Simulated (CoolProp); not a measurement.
A simple Rankine cycle with R227EA: condensing at 315.15 K, boiler at 1.93 MPa, turbine inlet 474 K, turbine efficiency 0.75, pump efficiency 0.6, no recuperator. Each further row changes one setting.

Values from CoolProp's reference Helmholtz-energy equation of state, Lemmon 2016.

```json
[
 {"case": "as stated", "thermal efficiency (%)": "5.4", "net work (kJ/kg)": "13.6", "heat in (kJ/kg)": "250", "turbine exit temperature (K)": "453.9", "volume ratio over the turbine": "2.63"},
 {"case": "condensing temperature 307.15 K", "thermal efficiency (%)": "6.5", "net work (kJ/kg)": "16.9", "heat in (kJ/kg)": "260", "turbine exit temperature (K)": "449.7", "volume ratio over the turbine": "3.29"},
 {"case": "boiler pressure 1.35 MPa", "thermal efficiency (%)": "3.5", "net work (kJ/kg)": "8.92", "heat in (kJ/kg)": "254", "turbine exit temperature (K)": "461.9", "volume ratio over the turbine": "1.82"},
 {"case": "turbine efficiency 0.65", "thermal efficiency (%)": "4.6", "net work (kJ/kg)": "11.6", "heat in (kJ/kg)": "250", "turbine exit temperature (K)": "455.9", "volume ratio over the turbine": "2.65"}
]
```
